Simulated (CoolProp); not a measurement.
Vapour-liquid equilibrium of toluene (1) + n-octane (2) at 351.7 K; x and y are mole fractions of (1).

Computed with CoolProp (multi-fluid Helmholtz-energy mixture model, Lemmon 2006 and Beckmüller 2019; pair parameters Bell 2016).

```
x      bubble pressure (kPa)  y at the bubble point  dew pressure at overall composition x (kPa)  liquid density (mol/L)
-----  ---------------------  ---------------------  -------------------------------------------  ----------------------
0.05                   23.46                  0.103                                        22.75                   5.828
0.125                  25.34                  0.232                                        23.77                   5.991
0.2                    27.05                  0.337                                        24.86                   6.163
0.275                  28.59                  0.425                                        26.03                   6.345
0.35                   29.97                  0.501                                        27.27                   6.537
0.425                  31.21                  0.567                                        28.59                   6.740
0.5                    32.31                  0.628                                        29.96                   6.956
0.575                  33.30                  0.684                                        31.35                   7.185
0.65                   34.18                  0.737                                        32.71                   7.429
0.725                  34.97                  0.790                                        33.99                   7.689
0.8                    35.65                  0.843                                        35.11                   7.966
0.875                  36.24                  0.898                                        36.01                   8.262
0.95                   36.71                  0.957                                        36.66                   8.580
```

No azeotrope shows between x = 0.05 and 0.95.

Pair parameters are fitted to limited data, so mixtures are less certain than the pure fluids.
